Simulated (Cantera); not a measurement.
An isothermal, constant-pressure homogeneous reactor starts with N₂O : H₂ : N₂ = 1 : 0.039 : 0.79 (molar parts), at 1375 K and 0.257 atm. Integrator tolerance rtol = 1e-08.

Cantera simulation using GRI-Mech 3.0 (53 species, 325 reactions); the numbers are that mechanism's predictions, not measurements. GRI-Mech 3.0 was tuned for natural gas; its chemistry of N2O as a main component is partial and can be far from experiment. The mechanism lacks the step 2 NO + O2 → 2 NO2, which can matter for NO2 below about 1400 K. The temperature is held fixed by assumption; the heat of reaction is taken as removed at once.

**Question.** What does this change do: N2 0.79 to 2.5 parts?

**Answer.** 
```csv
quantity,before,after
x(N₂O) at 30.0 s,9.08e-7 (gas-phase equilibrium 2.02e-8),3.28e-7 (gas-phase equilibrium 1.72e-8)
x(H₂) at 30.0 s,2.42e-8 (gas-phase equilibrium 2.24e-8),1.83e-8 (gas-phase equilibrium 1.70e-8)
x(H) at 30.0 s,1.05e-9 (gas-phase equilibrium 1.01e-9),9.17e-10 (gas-phase equilibrium 8.81e-10)
x(HO₂) at 30.0 s,1.91e-8 (gas-phase equilibrium 2.14e-8),9.52e-9 (gas-phase equilibrium 1.07e-8)
x(OH) at 30.0 s,1.32e-5 (gas-phase equilibrium 1.37e-5),8.73e-6 (gas-phase equilibrium 9.07e-6)
x(N₂) at 30.0 s,0.746 (gas-phase equilibrium 0.775),0.854 (gas-phase equilibrium 0.871)
x(O₂) at 30.0 s,0.178 (gas-phase equilibrium 0.208),0.102 (gas-phase equilibrium 0.119)
```
